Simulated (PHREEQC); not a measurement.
Dissolve 0.016 mol KOH and 0.0041 mol K2SO4 per kg of water at 25 °C. Closed to the air; pH follows from the charge balance.

All values are PHREEQC results (ion-association model, phreeqc.dat), not measurements.

```csv
quantity,before,after
pH,12.13,12.10
ionic strength (mol/kgw),0.0276,0.0720
SO4-2 (mol/kgw),0.00376,0.0178
KSO4- (mol/kgw),0.000337,0.00274
```

Name the change that produced these shifts.
A. K2SO4 from 0.0041 to 0.0205 mol/kgw
B. diluted 100-fold with water
C. K2SO4 from 0.0041 to 0.00451 mol/kgw
D. K2SO4 from 0.0041 to 0.00041 mol/kgw
E. temperature from 25 to 55 °C

A, K2SO4 from 0.0041 to 0.0205 mol/kgw

No solid was allowed to form.
